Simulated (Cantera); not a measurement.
Input: 1 mol Zr, 0.13 mol H2O, 0.37 mol N2, at 13.3 mbar.

Cantera equilibrium calculation (NASA polynomials, part measured and part estimated; ideal gas, pure solids and liquids). Candidate condensed phases: H2O, Zr, ZrN, ZrO2; 28 gas species. Mutual solubility and eutectic melting of coexisting phases are not modelled. ZrN: taken at fixed stoichiometry. Condensed phases not in the tables: solid solutions among these carbides, nitrides and lower oxides, N, O or C dissolved in the metal. Equilibrium is a limit: real reactors are often held back by kinetics, nucleation or transport.

**Question.** At 2275 K, list the 4 most abundant gas species with their mole fractions, and the condensed phases.

**Answer.** H2 0.929, H 0.0709, ZrO 0.000318, Zr 1.34e-5. Condensed: Zr(l) + ZrN(s) + ZrO2(tetragonal).
